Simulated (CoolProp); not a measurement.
Vapour-liquid equilibrium of benzene (1) + cyclohexane (2) at 488.7 K; x and y are mole fractions of (1).

Values from CoolProp's multi-fluid Helmholtz-energy mixture model, Thol 2012 and Zhou 2014; pair parameters Bell 2016.

Give the bubble pressure and the first vapour's composition at x = 0.5, 0.8, 0.95. Is there an azeotrope?

x = 0.5: 1.881 MPa, y = 0.514; x = 0.8: 1.884 MPa, y = 0.792; x = 0.95: 1.850 MPa, y = 0.944. y crosses x between x = 0.65 and 0.8: the model has an azeotrope there.

Pair parameters are fitted to limited data, so mixtures are less certain than the pure fluids.
